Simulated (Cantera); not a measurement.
An isothermal, constant-pressure homogeneous reactor starts with CH4 : H2O : H2 = 1 : 2.2 : 0.24 (molar parts), at 1350 K and 4.93 atm.

Model: GRI-Mech 3.0 (53 species, 325 reactions), integrated in Cantera.

One state of this run: x CH4 = 0.205; x H2O = 0.581; x H2 = 0.175; x CH3 = 1.04e-5; x C2H2 = 0.0119. x: mole fraction; the columns are a selection and need not sum to one.

Q: Which value of t (s) does it belong to?
(A) 11.5
(B) 1.32
(C) 3.00e-6
(D) 0.151

A: A, 11.5
